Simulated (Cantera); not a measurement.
# Diamond growth

A diamond (100) surface in a fixed gas of H2 with x(CH4) = 0.013, x(H) = 0.0065, at 1423 K, 0.0592 atm; coverages are run to steady state.

Model: the Harris–Goodwin 1993 mechanism for the reconstructed diamond (100) surface, integrated in Cantera.

```csv
x(CH3),growth (µm/h),θ c6HH,θ c6H*,θ c6*H,θ c6**,θ c6HM
1e-06,0.0131,0.329,0.0617,0.546,0.0631,2.89e-7
2.5e-06,0.0328,0.329,0.0617,0.546,0.0631,7.23e-7
6.4e-06,0.0840,0.329,0.0617,0.546,0.0631,1.85e-6
1.6e-05,0.210,0.329,0.0617,0.546,0.0631,4.63e-6
4.1e-05,0.537,0.329,0.0617,0.546,0.0630,1.19e-5
0.0001,1.31,0.329,0.0617,0.546,0.0629,2.89e-5
0.00026,3.39,0.329,0.0617,0.546,0.0626,7.50e-5
0.00067,8.64,0.329,0.0616,0.545,0.0620,0.000192
0.0017,21.4,0.329,0.0615,0.544,0.0603,0.000483
```
θ: site fractions in the mechanism's names (c6HH fully hydrogenated, c6H* and c6*H radical sites, c6** diradical, c6HM methylated).
